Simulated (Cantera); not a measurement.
Feed: 1 mol NaOH, 1.5 mol H2O, held at 1525 K and 0.100 bar.

Equilibrium computed with Cantera from the NASA thermochemical tables; the gas is ideal and each condensed phase is pure. Candidate condensed phases: H2O, Na, NaOH, NaO2, Na2O, Na2O2; 16 gas species. Rates play no part.

Base state: H2O 0.602, NaOH 0.376, Na 0.0164, O2 0.00409, Na2(OH)2 0.00167, OH 0.000158, NaO 8.30e-5, H2 7.82e-5 (mole fractions); condensed: gas only.

Problem. What changes in the equilibrium state with this change: H2O from 1.5 to 0.86 mol?

Solution. 
| species | before | after |
|---|---|---|
| NaOH | 0.376 | 0.501 |
| H2O | 0.602 | 0.467 |
| Na | 0.0164 | 0.0229 |
| Na2O | 6.50e-6 | 1.49e-5 |
| Na2(OH)2 | 0.00167 | 0.00296 |
| NaO | 8.30e-5 | 0.000136 |
| H2 | 7.82e-5 | 5.15e-5 |

Problem. What changes in the equilibrium state with this change: H2O from 1.5 to 5.6 mol?

Solution. 
```
species    before     after
--------  -------  --------
H2O         0.602     0.847
NaOH        0.376     0.144
Na         0.0164   0.00660
Na2(OH)2  0.00167  0.000244
NaO       8.30e-5   2.14e-5
O2        0.00409   0.00169
H2        7.82e-5  0.000171
```
